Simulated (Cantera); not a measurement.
Input: 1 mol PbO, 1500 mol H2, equilibrated at 30.0 Pa.

Cantera equilibrium calculation (NASA polynomials, part measured and part estimated; ideal gas, pure solids and liquids). Candidate condensed phases: H2O, Pb, PbO, PbO2, Pb3O4; 12 gas species. Rates play no part. All values below are at 1823 K.

Base state: H2 0.974, H 0.0247, Pb 0.000658, H2O 0.000657 (mole fractions); condensed: gas only.

Question: What changes in the equilibrium state with this change: pressure from 30.0 Pa to 55000 Pa?

Answer: 
```csv
species,before,after
H2,0.974,0.998
Pb,0.000658,0.000666
H2O,0.000657,0.000666
H,0.0247,0.000584
```

Question: What changes in the equilibrium state with this change: 0.64 mol O2 added?

Answer: 
| species | before | after |
|---|---|---|
| H2 | 0.974 | 0.973 |
| H | 0.0247 | 0.0247 |
| H2O | 0.000657 | 0.00150 |
| Pb | 0.000658 | 0.000658 |
